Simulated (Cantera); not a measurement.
A Cantera script and what it prints.

```python
import numpy as np
import cantera as ct

gas_names = [...]  # 150 gases of nasa_gas.yaml made of C, H, N, O, S
cond_names = """
    C(gr) C6H6(L) C7H8(L) C8H18(L),n-octa H2O(s) H2O(L) H2SO4(L) S(cr1) S(cr2) S(L)
""".split()


# ... load() reads the species with a 1 bar reference pressure and builds the phases ...
atoms = {
    'CS2': {'C': 1, 'S': 2},
    'H2O': {'H': 2, 'O': 1},
    'N2': {'N': 2},
}
top_T = {'C(gr)': 4500}  # K; cautious upper limits of use, not melting points


# ... equilibrate(T, P, feed) seeds the gas with the atoms and calls Mixture.equilibrate('TP', solver="vcs", rtol=1e-11, max_steps=5000) ...
results = []
T = 1175  # K
P = 1333.22  # Pa
for m in [0.059, 0.089, 0.14, 0.21, 0.31, 0.47, 0.72, 1.1, 1.7, 2.5, 3.8, 5.8]:
    feed = {'CS2': 1, 'H2O': m, 'N2': 40}  # mol
    mix = equilibrate(T, P, feed)
    results.append((T, P, feed, dict(zip(mix.species_names, mix.species_moles))))
    x = sorted(zip(gas.X, gas.species_names), reverse=True)
    print(f"T = {T:g} K  P = {P:g} Pa  n(H2O) = {m:g} mol  gas = {mix.phase_moles(0):.4g} mol")
    print("   x: " + "  ".join(f"{s} {v:.3e}" for v, s in x if v > 0.0001))
    print("   condensed (mol): " + ("  ".join(f"{mix.phase(i).name} {mix.phase_moles(i):.4g}"
          for i in range(1, mix.n_phases) if mix.phase_moles(i) > 1e-12) or "none"))
```

It prints:

```
T = 1175 K  P = 1333.22 Pa  n(H2O) = 0.059 mol  gas = 41.11 mol
   x: N2 9.729e-01  CS2 2.097e-02  S2 3.232e-03  CO 1.427e-03  H2 1.215e-03  H2S 2.157e-04
   condensed (mol): C(gr) 0.07841
T = 1175 K  P = 1333.22 Pa  n(H2O) = 0.089 mol  gas = 41.17 mol
   x: N2 9.716e-01  CS2 2.089e-02  S2 3.220e-03  CO 2.150e-03  H2 1.832e-03  H2S 3.246e-04
   condensed (mol): C(gr) 0.05043
T = 1175 K  P = 1333.22 Pa  n(H2O) = 0.14 mol  gas = 41.27 mol
   x: N2 9.692e-01  CS2 2.076e-02  CO 3.373e-03  S2 3.200e-03  H2 2.878e-03  H2S 5.082e-04
   condensed (mol): C(gr) 0.002864
T = 1175 K  P = 1333.22 Pa  n(H2O) = 0.21 mol  gas = 41.4 mol
   x: N2 9.662e-01  CS2 1.907e-02  CO 5.038e-03  S2 4.610e-03  H2 4.179e-03  H2S 8.858e-04
   condensed (mol): none
T = 1175 K  P = 1333.22 Pa  n(H2O) = 0.31 mol  gas = 41.59 mol
   x: N2 9.618e-01  CS2 1.659e-02  CO 7.394e-03  S2 6.662e-03  H2 5.932e-03  H2S 1.512e-03
   condensed (mol): none
T = 1175 K  P = 1333.22 Pa  n(H2O) = 0.47 mol  gas = 41.88 mol
   x: N2 9.551e-01  CS2 1.265e-02  CO 1.111e-02  S2 9.830e-03  H2 8.558e-03  H2S 2.649e-03  COS 1.093e-04
   condensed (mol): none
T = 1175 K  P = 1333.22 Pa  n(H2O) = 0.72 mol  gas = 42.34 mol
   x: N2 9.448e-01  CO 1.680e-02  S2 1.456e-02  H2 1.234e-02  CS2 6.615e-03  H2S 4.647e-03  COS 2.011e-04
   condensed (mol): none
T = 1175 K  P = 1333.22 Pa  n(H2O) = 1.1 mol  gas = 42.93 mol
   x: N2 9.317e-01  CO 2.180e-02  S2 1.939e-02  H2 1.702e-02  H2S 7.400e-03  CO2 1.173e-03  H2O 1.172e-03  COS 3.011e-04
   condensed (mol): none
T = 1175 K  P = 1333.22 Pa  n(H2O) = 1.7 mol  gas = 43.51 mol
   x: N2 9.194e-01  H2 2.051e-02  S2 1.847e-02  CO 1.656e-02  H2O 9.829e-03  H2S 8.703e-03  CO2 6.200e-03  COS 2.232e-04
   condensed (mol): none
T = 1175 K  P = 1333.22 Pa  n(H2O) = 2.5 mol  gas = 44.29 mol
   x: N2 9.032e-01  H2O 2.366e-02  H2 2.316e-02  S2 1.760e-02  CO 1.247e-02  CO2 9.949e-03  H2S 9.593e-03  COS 1.640e-04  SO2 1.214e-04
   condensed (mol): none
T = 1175 K  P = 1333.22 Pa  n(H2O) = 3.8 mol  gas = 45.57 mol
   x: N2 8.777e-01  H2O 4.766e-02  H2 2.547e-02  S2 1.652e-02  CO2 1.296e-02  H2S 1.022e-02  CO 8.867e-03  SO2 3.948e-04  COS 1.130e-04
   condensed (mol): none
T = 1175 K  P = 1333.22 Pa  n(H2O) = 5.8 mol  gas = 47.57 mol
   x: N2 8.408e-01  H2O 8.403e-02  H2 2.735e-02  S2 1.515e-02  CO2 1.479e-02  H2S 1.051e-02  CO 6.159e-03  SO2 1.019e-03
   condensed (mol): none
```

Cantera equilibrium calculation (NASA polynomials, part measured and part estimated; ideal gas, pure solids and liquids). Gases not in the tables: S3 to S7.
